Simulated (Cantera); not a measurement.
Silicon nitride deposition: trisilylamine + NH3 + H2

Charge: 1 mol trisilylamine, 0.25 mol NH3, 0.72 mol H2, at 1825 °C.

Method: chemical equilibrium by Gibbs-energy minimisation in Cantera with the NASA 1993 tables (ideal gas, pure condensed phases). Candidate condensed phases: Si, Si3N4; 18 gas species. The feed counts by its element totals alone. The tables' values for SiN are old estimates; treat these amounts as uncertain. Gases not in the tables: Si2H6 and higher silanes. Rates play no part.

From 5.00 Pa to 15.0 Pa nothing is condensed. From 45.0 Pa to 1.00 bar the condensed part is Si(l). The main Si-bearing gas is Si at 5.00 Pa and SiH2 at 1.00 bar.

| P (Pa) | x H2 | x Si | x H | x N2 | x Si2 | n Si(l) |
|---|---|---|---|---|---|---|
| 5 | 0.389 | 0.280 | 0.271 | 0.0586 | 0.000389 | 0 |
| 15 | 0.469 | 0.294 | 0.172 | 0.0620 | 0.00128 | 0 |
| 45 | 0.531 | 0.290 | 0.106 | 0.0650 | 0.00377 | 0.0972 |
| 140 | 0.745 | 0.0933 | 0.0710 | 0.0871 | 0.00121 | 2.29 |
| 410 | 0.828 | 0.0319 | 0.0437 | 0.0948 | 0.000413 | 2.77 |
| 1200 | 0.864 | 0.0109 | 0.0261 | 0.0979 | 0.000141 | 2.92 |
| 3700 | 0.881 | 0.00353 | 0.0150 | 0.0993 | 4.58e-5 | 2.97 |
| 11000 | 0.890 | 0.00119 | 0.00875 | 0.0999 | 1.54e-5 | 2.99 |
| 33000 | 0.894 | 0.000396 | 0.00507 | 0.100 | 5.13e-6 | 3.00 |
| 100000 | 0.896 | 0.000131 | 0.00291 | 0.100 | 1.69e-6 | 3.00 |
x: gas mole fraction; n: condensed amount in mol.
